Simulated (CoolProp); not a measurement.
Saturation properties of oxygen.

The numbers come from the reference Helmholtz-energy equation of state, Schmidt 1985 in CoolProp.

| T (°C) | p (MPa) | liquid density (kg/m³) | vapour density (kg/m³) | surface tension (mN/m) | liquid viscosity (µPa s) |
|---|---|---|---|---|---|
| -158.85 | 0.7228 | 1010 | 27.98 | 7.40 | 111 |
| -156.45 | 0.8398 | 995.0 | 32.38 | 6.86 | 105 |
| -154.05 | 0.9699 | 979.7 | 37.31 | 6.33 | 99.4 |
| -151.55 | 1.120 | 963.2 | 43.08 | 5.79 | 94.0 |
| -149.15 | 1.280 | 946.8 | 49.30 | 5.28 | 89.1 |
| -146.75 | 1.455 | 929.6 | 56.27 | 4.78 | 84.3 |
| -144.35 | 1.647 | 911.8 | 64.10 | 4.28 | 79.8 |
| -141.95 | 1.856 | 893.0 | 72.90 | 3.80 | 75.4 |
| -139.55 | 2.083 | 873.1 | 82.85 | 3.33 | 71.1 |
| -137.15 | 2.330 | 852.0 | 94.14 | 2.87 | 67.0 |
| -134.75 | 2.598 | 829.4 | 107.1 | 2.42 | 62.9 |
| -132.25 | 2.899 | 803.7 | 122.7 | 1.97 | 58.7 |
| -129.85 | 3.212 | 776.5 | 140.3 | 1.56 | 54.7 |

It boils at -183.0 °C under 1 atm.

Viscosity comes from a separate model (Lemmon 2004). Surface tension comes from a separate correlation (Mulero 2012).
